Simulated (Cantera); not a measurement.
An adiabatic, constant-volume homogeneous reactor starts with CO : H₂ : CH₄ : O₂ : N₂ : CO₂ = 1 : 0.16 : 0.27 : 0.862 : 3.24 : 0.21 (molar parts), equivalence ratio 1.3, at 1573 K and 2.96 atm.

Detailed kinetics in Cantera: GRI-Mech 3.0 (53 species, 325 reactions).

One state of this run: T (K) = 2995; P (bar) = 5.62; x CO = 0.133; x H₂ = 0.0136; x CH₄ = <1e-12; x OH = 0.0182; x N₂O = 1.20e-6; x CH₃ = <1e-12; x C₂H = <1e-12. x: mole fraction; the columns are a selection and need not sum to one.

Question: Which value of t (s) does it belong to?
A) 8.38e-6
B) 2.42e-5
C) 2.89e-6
D) 0.000203

Answer: D, 0.000203
